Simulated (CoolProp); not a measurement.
The numbers come from the reference Helmholtz-energy equation of state, Bücker 2006 in CoolProp.

**Question.** For n-butane, give the phase and the density (kg/m³), cp (kJ/(kg K)), isothermal compressibility (1/MPa), viscosity (µPa s) at 240.4 K and 120 bar; 465.7 K and 120 bar.

**Answer.** 
- 240.4 K and 120 bar: liquid; density 645, cp 2.15, isothermal compressibility 0.00127, viscosity 323
- 465.7 K and 120 bar: supercritical; density 374, cp 3.42, isothermal compressibility 0.0281, viscosity 46.1

Viscosity comes from a separate model (Vogel 1999).
